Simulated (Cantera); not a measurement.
Source: NASA polynomial tables (part measured, part estimated), evaluated in Cantera. Values are per mole of reaction as written; species without (g) are pure solids or liquids, kept so even where they would boil at 1 bar.

3 CaO + 6 H2(g) + C6H6(g) = 3 C2H5OH(g) + 3 Ca

| T (K) | ΔH° (kJ) | ΔS° (J/K) | ΔG° (kJ) | log10 K | condensed phases |
|---|---|---|---|---|---|
| 300 | 1117.3 | -199.3 | 1177.1 | -204.95 | CaO(s), Ca(s) |
| 1875 | 1099.5 | -264.8 | 1596.1 | -44.46 | CaO(s), Ca(l) |
| 1900 | 1099.8 | -264.7 | 1602.7 | -44.06 | CaO(s), Ca(l) |
| 1925 | 1100.1 | -264.6 | 1609.3 | -43.67 | CaO(s), Ca(l) |
| 1950 | … | … | … | … | CaO(s), Ca(l) |
| 1975 | … | … | … | … | CaO(s), Ca(l) |

Task: What belongs in the gaps?

Result: 
- 1950, ΔH° (kJ): 1100.3
- 1950, ΔS° (J/K): -264.4
- 1950, ΔG° (kJ): 1615.9
- 1950, log10 K: -43.29
- 1975, ΔH° (kJ): 1100.6
- 1975, ΔS° (J/K): -264.3
- 1975, ΔG° (kJ): 1622.5
- 1975, log10 K: -42.91
